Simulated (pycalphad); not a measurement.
Computed with pycalphad from the COST 507 light-alloy database (1999), at 1 atm. These are 1990s assessments: newer ones move some temperatures and phases. Phase fractions are per mole of atoms. Kinetics are ignored, which matters at the lower temperatures.

**Question.** Give the equilibrium state of Ti-31.32Hf-2.261B (wt.%) at 577 °C.

**Answer.** hcp, fraction 0.765, with 35.3 Hf, 0.01 B wt.%; BM, fraction 0.235, with 3.4 Hf, 18.0 B wt.%.

**Question.** Give the equilibrium state of Ti-31.32Hf-2.261B (wt.%) at 1477 °C.

**Answer.** 
```
T = 1750.00 K, P = 101325 Pa, N = 1 mol of atoms
G = -121948 J/mol, H = 28266 J/mol, S = 85.84 J/(mol K)  (SER reference)
chemical potentials (J/mol): Ti -105437, Hf -159691, B -199841
phase             fraction      x(Ti)      x(Hf)       x(B)
BCC_A2              0.7673     0.8735     0.1244     0.0022
BM                  0.2327     0.4847     0.0153     0.5000
```

Database names, with the compositions (at.%) that they take in these runs: BM: Ti 48-50 B 50 Hf 0-2. BCC_A2 is bcc.
